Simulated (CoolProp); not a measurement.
Saturation properties of n-octane (Tc = 568.7 K, pc = 2.484 MPa, ω = 0.398).

Values from CoolProp's reference Helmholtz-energy equation of state, Beckmüller 2019.

| T (K) | p (MPa) | surface tension (mN/m) | liquid viscosity (µPa s) | vapour viscosity (µPa s) | liquid conductivity (mW/(m K)) |
|---|---|---|---|---|---|
| 333 | 0.01042 | 17.8 | 351 | 6.36 | 114 |
| 338 | 0.01287 | 17.4 | … | 6.45 | 113 |
| 343 | 0.01578 | 16.9 | … | 6.54 | 111 |
| 348 | 0.01921 | 16.5 | 305 | 6.63 | 110 |
| 353 | 0.02322 | 16.0 | 292 | 6.72 | 109 |
| 358.1 | 0.02799 | 15.6 | 279 | 6.81 | … |
| 363.1 | 0.03341 | 15.1 | 267 | 6.90 | 106 |
| 368.1 | 0.03964 | 14.7 | 256 | 6.98 | 104 |
| 373.1 | 0.04678 | 14.2 | 246 | 7.07 | 103 |
| 378.1 | 0.05492 | 13.8 | 236 | 7.16 | 102 |
| 383.1 | 0.06415 | 13.3 | 227 | … | 101 |
| 388.1 | 0.07456 | … | 218 | 7.34 | 99.2 |
| 393.1 | 0.08627 | 12.5 | 210 | 7.43 | 98.0 |

What belongs in the gaps?


- 338, liquid viscosity (µPa s): 334
- 343, liquid viscosity (µPa s): 319
- 358.1, liquid conductivity (mW/(m K)): 107
- 383.1, vapour viscosity (µPa s): 7.25
- 388.1, surface tension (mN/m): 12.9

It boils at 398.8 K under 1 atm.

Viscosity comes from a separate model (Huber 2004). Thermal conductivity comes from a separate model (Huber 2005). Surface tension comes from a separate correlation (Mulero 2012).
